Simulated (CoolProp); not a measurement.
Dimethyl ether along the isotherm 156.95 °C: density (kg/m³) from the reference equation and from simpler models built on Tc = 127.2 °C, pc = 5.337 MPa, ω = 0.196; each cubic takes its own stable root.

Values from CoolProp's reference Helmholtz-energy equation of state, Wu 2011.

```
p (MPa)  phase  reference
-------  -----  ---------
0.334      gas      4.382
0.667      gas      8.916
1          gas      13.63
1.33       gas      18.49
1.67       gas      23.72
2          gas      29.03
2.33       gas      34.59
2.67       gas      40.63
```

Task: How far does each simpler model (ideal gas, van der Waals, Redlich-Kwong, Soave-Redlich-Kwong, Peng-Robinson) lie from the reference over these 8 states: mean and median of the absolute difference, and the worst?

Result: 
- ideal gas: mean 8.4 %, median 8.3 %, worst -15.3 % at 156.95 °C and 2.67 MPa
- van der Waals: mean 0.9 %, median 1.0 %, worst -1.6 % at 156.95 °C and 2.67 MPa
- Redlich-Kwong: mean 0.2 %, median 0.2 %, worst -0.3 % at 156.95 °C and 2.67 MPa
- Soave-Redlich-Kwong: mean 0.5 %, median 0.4 %, worst -0.9 % at 156.95 °C and 2.67 MPa
- Peng-Robinson: mean 0.6 %, median 0.6 %, worst +1.1 % at 156.95 °C and 2.67 MPa
